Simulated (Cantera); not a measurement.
An adiabatic, constant-pressure homogeneous reactor starts with CH₃OH : O₂ : N₂ = 1 : 3.26 : 12.3 (molar parts), equivalence ratio 0.46, at 1600 K and 4.60 bar.

Computed with Cantera and GRI-Mech 3.0 (53 species, 325 reactions). GRI-Mech 3.0 was tuned for natural gas; its chemistry of methanol as a main component is partial and can be far from experiment.

One state of this run: T (K) = 1603; x CH₃OH = 0.0577; x O₂ = 0.195; x CO = 0.000219; x C₂H₄ = 1.23e-7; x CO₂ = 3.15e-5; x CH₃ = 1.38e-5; x N₂O = 1.54e-8. x: mole fraction; the columns are a selection and need not sum to one.

Task: Which value of t (s) does it belong to?
(A) 0.184
(B) 2.08
(C) 1.13e-5
(D) 0.00485

Result: C, 1.13e-5
